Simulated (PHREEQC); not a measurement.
PHREEQC input (ion-association model, wateq4f.dat):

```
SOLUTION_MASTER_SPECIES
  An  An-  0  An  62.0  # stands for a non-complexing anion
SOLUTION_SPECIES
  An- = An-
    -log_k 0
    -gamma 3.0 0
PHASES
  Fix_H+
    H+ = H+
    -log_k 0
SOLUTION 1
  temp 25
  units mmol/kgw
  pH 7 charge
  B 6.3e-05
  Cl 0.00084
  Mg 0.00042
  Na 1
  An 1
END
SELECTED_OUTPUT 1
  -reset false
  -pH true
  -pe true
  -ionic_strength true
  -water true
  -totals B Cl Mg Na
  -molalities Hfo_wOH Hfo_wOH2+ Hfo_wO- Hfo_sOH Hfo_sOH2+ Hfo_sO- Hfo_wOMg+ Hfo_wH2BO3
  -saturation_indices Brucite Halite
USER_PUNCH 1
  -headings sigma psi
  10 PUNCH EDL("sigma", "Hfo"), EDL("psi", "Hfo")
PRINT
  -reset false
USE solution 1
SURFACE 1
  Hfo_wOH 5.61798e-05 600 0.025
  Hfo_sOH 1.40449e-06
EQUILIBRIUM_PHASES 1
  Fix_H+ -4 HAn 10
    -force_equality true
  O2(g) -0.68 10
END
# ... the last block is repeated for the other 12 points of pH, with NaOH or the acid as the point needs
```

Selected output (columns that matter, 13 of 13 rows; pH added in front):

```
pH	mu	B	Mg	Na	m_Hfo_wOH	m_Hfo_wOH2+	m_Hfo_wO-	m_Hfo_sOH	m_Hfo_sOH2+	m_Hfo_sO-	si_Brucite	si_Halite	sigma	psi
4	0.001114	6.2991e-08	4.2e-07	0.001	3.5422e-05	1.9266e-05	1.492e-06	8.8555e-07	4.8164e-07	3.73e-08	-15.281	-10.69	0.11719	0.21027
4.67	0.0010286	6.2989e-08	4.2e-07	0.001	4.0272e-05	1.3064e-05	2.8439e-06	1.0068e-06	3.266e-07	7.1098e-08	-13.938	-10.689	0.067389	0.18391
5.33	0.001009	6.2989e-08	4.2e-07	0.001	4.2226e-05	9.7741e-06	4.1792e-06	1.0557e-06	2.4435e-07	1.0448e-07	-12.618	-10.689	0.036892	0.15354
6	0.0010038	6.2989e-08	4.2e-07	0.001	4.2889e-05	8.0664e-06	5.2242e-06	1.0722e-06	2.0166e-07	1.306e-07	-11.278	-10.689	0.01874	0.11924
6.67	0.0010022	6.2989e-08	4.1993e-07	0.001	4.3072e-05	7.2275e-06	5.8803e-06	1.0768e-06	1.8069e-07	1.4701e-07	-9.9378	-10.689	0.0088833	0.082535
7.33	0.0010016	6.2989e-08	4.1854e-07	0.001	4.3115e-05	6.8106e-06	6.2527e-06	1.0779e-06	1.7027e-07	1.5632e-07	-8.6192	-10.689	0.0036881	0.045044
8	0.0010022	6.2989e-08	3.9133e-07	0.001001	4.3103e-05	6.5453e-06	6.5027e-06	1.0781e-06	1.6371e-07	1.6265e-07	-7.3085	-10.688	0.00046551	0.0064232
8.67	0.0010061	6.2991e-08	1.6703e-07	0.0010058	4.292e-05	6.1935e-06	6.8136e-06	1.0778e-06	1.5554e-07	1.7111e-07	-6.3389	-10.686	-0.0024617	-0.031902
9.33	0.0010236	6.2995e-08	1.3799e-08	0.0010241	4.2754e-05	5.7999e-06	7.2199e-06	1.0766e-06	1.4605e-07	1.8181e-07	-6.1047	-10.679	-0.0067516	-0.069357
10	0.001106	6.2998e-08	7.4442e-10	0.0011072	4.2586e-05	5.228e-06	7.9468e-06	1.0726e-06	1.3168e-07	2.0016e-07	-6.0459	-10.646	-0.015234	-0.10643
10.67	0.0014926	6.3e-08	4.9333e-11	0.0014953	4.1877e-05	4.1112e-06	9.7719e-06	1.0548e-06	1.0355e-07	2.4614e-07	-5.9408	-10.521	-0.034631	-0.14032
11.33	0.003287	6.3e-08	6.8526e-12	0.0032935	3.824e-05	2.1843e-06	1.5336e-05	9.6319e-07	5.5019e-08	3.8629e-07	-5.6662	-10.194	-0.084032	-0.16545
12	0.012246	6.3e-08	4.0855e-12	0.012261	2.4458e-05	4.4409e-07	3.0858e-05	6.1605e-07	1.1186e-08	7.7725e-07	-4.9746	-9.6674	-0.19788	-0.17564
```

Species that the database lacks are ignored.
